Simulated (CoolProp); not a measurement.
Computed with CoolProp (reference Helmholtz-energy equation of state, Akasaka 2015).

### Question
For R245fa, give the phase and the density (kg/m³), cp (kJ/(kg K)), viscosity (µPa s), conductivity (mW/(m K)) at 440 K and 17.8 MPa.

### Answer
- 440 K and 17.8 MPa: supercritical; density 1020, cp 1.53, viscosity 141, conductivity 70.6

Viscosity comes from a separate model (Bell 2016), an estimate that may be off by 10 % or more. Thermal conductivity comes from a separate model (Huber 2003), an estimate that may be off by 10 % or more.
